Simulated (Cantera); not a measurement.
Charge: 1 mol SiCl4, 1.6 mol Cl2, 0.62 mol H2, 0.84 mol HCl, at 1573.15 K and 23000 Pa.

Method: chemical equilibrium by Gibbs-energy minimisation in Cantera with the NASA 1993 tables (ideal gas, pure condensed phases). Candidate condensed phases: Si; 19 gas species. The tables' values for SiCl3 are old estimates; treat these amounts as uncertain. Kinetics and transport are ignored.

Base state: HCl 0.491, SiCl4 0.236, Cl2 0.189, Cl 0.0847, SiCl3 9.36e-5 (mole fractions); condensed: gas only.

**Question.** What changes in the equilibrium state with this change: Cl2 from 1.6 to 0.79 mol?

**Answer.** 
```tsv
species	before	after
HCl	0.491	0.628
SiCl4	0.236	0.302
Cl	0.0847	0.0357
Cl2	0.189	0.0336
SiCl3	9.36e-5	0.000284
```
